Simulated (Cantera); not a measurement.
Charge: 1 mol FeCl2, 0.86 mol H2, 2 mol N2, equilibrated at 1423 K and 88000 Pa.

Equilibrium computed with Cantera from the NASA thermochemical tables; the gas is ideal and each condensed phase is pure. Candidate condensed phases: Fe, FeCl2, FeCl3, NH4Cl; 18 gas species. Equilibrium is a limit: real reactors are often held back by kinetics, nucleation or transport.

Base state: N2 0.519, HCl 0.183, FeCl2 0.165, H2 0.132, Fe2Cl4 0.00172, FeCl3 6.81e-5 (mole fractions); condensed: Fe(γ).

Problem. What changes in the equilibrium state with this change: temperature from 1423 K to 1273.15 K?

Solution. 
| species | before | after |
|---|---|---|
| N2 | 0.519 | 0.521 |
| HCl | 0.183 | 0.200 |
| FeCl2 | 0.165 | 0.149 |
| H2 | 0.132 | 0.124 |
| Fe2Cl4 | 0.00172 | 0.00570 |
| FeCl3 | 6.81e-5 | 8.10e-5 |
| Fe(γ), mol | 0.352 | 0.385 |

Problem. What changes in the equilibrium state with this change: pressure from 88000 Pa to 10000 Pa?

Solution. 
```json
[
 {"species": "N2", "before": "0.519", "after": "0.518"},
 {"species": "HCl", "before": "0.183", "after": "0.184"},
 {"species": "FeCl2", "before": "0.165", "after": "0.167"},
 {"species": "Fe2Cl4", "before": "0.00172", "after": "0.000201"},
 {"species": "H2", "before": "0.132", "after": "0.131"},
 {"species": "FeCl3", "before": "6.81e-5", "after": "2.34e-5"},
 {"species": "Fe(γ), mol", "before": "0.352", "after": "0.354"}
]
```
